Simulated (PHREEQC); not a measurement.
## Alkaline etch or developer (model solution)

Consider water at 25 °C with 34 mmol/kgw NH3, 4.4 mmol/kgw NaAlO2 and 0.46 mmol/kgw (CH3)4NCl. Closed to the air; pH follows from the charge balance.

Model: ion-association model, phreeqc.dat, run in PHREEQC.

No solid was allowed to form.

**Question.** Estimate the pH, ionic strength.

**Answer.** pH 10.88; ionic strength 0.00569 mol/kgw.

**Question.** In which forms is N present?

**Answer.** NH3 98 %, NH4+ 2.5 % of the N.

Saturation is exceeded, for instance for Gibbsite (slow to form); the values hold only as long as no solid forms. (CH3)4N+ isn't in the database: it is added as a free cation with an ion size of 4 Å.
